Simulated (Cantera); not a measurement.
**Reactions in the system H-O-V**

Source: NASA polynomial tables (part measured, part estimated), evaluated in Cantera. Values are per mole of reaction as written; species without (g) are pure solids or liquids, kept so even where they would boil at 1 bar.

2 H(g) + 2 V2O5 ⇌ 2 V2O4 + H2O2(g)

```
T (K)  ΔH° (kJ)  ΔS° (J/K)  ΔG° (kJ)  log10 K
-----  --------  ---------  --------  -------
1000     -456.5     -166.9    -289.5    15.12
1075     -459.2     -169.6    -276.9    13.46
1150     -461.6     -171.8    -264.1    12.00
1225     -463.7     -173.5    -251.2    10.71
1300     -465.5     -174.9    -238.1     9.57
1375     -467.0     -176.0    -224.9     8.54
1450     -468.1     -176.8    -211.7     7.63
1525     -469.0     -177.4    -198.4     6.80
1600     -469.6     -177.8    -185.1     6.04
```
